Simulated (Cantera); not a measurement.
Charge: 1 mol TEOS, 0.74 mol NO, held at 16.0 mbar.

Method: chemical equilibrium by Gibbs-energy minimisation in Cantera with the NASA 1993 tables (ideal gas, pure condensed phases). Candidate condensed phases: C, C6H6, C7H8, C8H18, H2O, Si, SiC, SiO2, Si2N2O, Si3N4; 151 gas species. The feed counts by its element totals alone. Rates play no part. All values below are at 252 °C.

Base state: CH4 0.434, H2O 0.328, H2 0.165, N2 0.0503, CO2 0.0224, CO 0.000130, NH3 4.32e-5 (mole fractions); condensed: C(graphite) + SiO2(α-quartz).

### Question
What changes in the equilibrium state with this change: TEOS replaced by SiH4?

### Answer
| species | before | after |
|---|---|---|
| H2 | 0.165 | 1.00 |
| CH4 | 0.434 | 0 |
| H2O | 0.328 | <1e-9 |
| N2 | 0.0503 | <1e-9 |
| CO2 | 0.0224 | 0 |
| CO | 0.000130 | 0 |
| NH3 | 4.32e-5 | <1e-9 |
| C(graphite), mol | 4.65 | 0 |
| SiO2(α-quartz), mol | 1.00 | 0.185 |
| Si(s), mol | 0 | 0.0750 |
| Si2N2O(s), mol | 0 | 0.370 |
